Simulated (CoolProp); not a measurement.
Vapour-liquid equilibrium of n-heptane (1) + toluene (2) at 15.55 °C; x and y are mole fractions of (1).

Model: multi-fluid Helmholtz-energy mixture model, Span 2003 and Lemmon 2006; pair parameters Bell 2016, in CoolProp.

### Question
Give the bubble pressure and the first vapour's composition at x = 0.65, 0.75, 0.85. Is there an azeotrope?

### Answer
x = 0.65: 3.513 kPa, y = 0.720; x = 0.75: 3.594 kPa, y = 0.794; x = 0.85: 3.659 kPa, y = 0.872. No azeotrope shows between x = 0.05 and 0.95.

The pair parameters rest on a limited set of measurements; away from them the model extrapolates.
